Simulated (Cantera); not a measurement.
Input: 1 mol SiH2Cl2, a varied amount of C2H2, 200 mol H2, equilibrated at 1823 K and 0.00110 bar.

Method: chemical equilibrium by Gibbs-energy minimisation in Cantera with the NASA 1993 tables (ideal gas, pure condensed phases). Candidate condensed phases: C, C6H6, C7H8, C8H18, Si, SiC; 109 gas species. Gases not in the tables: Si2H6 and higher silanes. Kinetics and transport are ignored.

Which condensed phases are stable at each of these points (n(C2H2) (mol)): 0.16, 0.19, 0.21, 0.25, 0.29, 0.33, 0.38, 0.44, 0.51, 0.58, 0.68, 0.78?


```csv
n(C2H2) (mol),condensed phases,Si condensed (%)
0.16,SiC(s),31.3
0.19,SiC(s),37.3
0.21,SiC(s),41.4
0.25,SiC(s),49.5
0.29,SiC(s),57.5
0.33,SiC(s),65.6
0.38,SiC(s),75.6
0.44,SiC(s),87.5
0.51,SiC(s),96.7
0.58,C(graphite) + SiC(s),97.4
0.68,C(graphite) + SiC(s),97.4
0.78,C(graphite) + SiC(s),97.4
```

From 0.16 mol C2H2 to 0.51 mol C2H2 the condensed part is SiC(s). From 0.58 mol C2H2 to 0.78 mol C2H2 the condensed part is C(graphite) + SiC(s).
